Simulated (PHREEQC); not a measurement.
Dissolve 0.26 mol HF per kg of water at 25 °C. It is in equilibrium with CO2 at log p = -3.5 (atm). Otherwise closed; pH follows from the charge balance.

Equilibrium calculation in PHREEQC: ion-association model, phreeqc.dat.

Precipitation was switched off in this run.

Question: Order these F species by the share of F that they hold, largest first: HF, HF2-, F-.

Answer: HF (89 %), HF2- (7.0 %), F- (4.0 %)

The pH is 1.76 and the ionic strength 0.0194 mol/kgw.
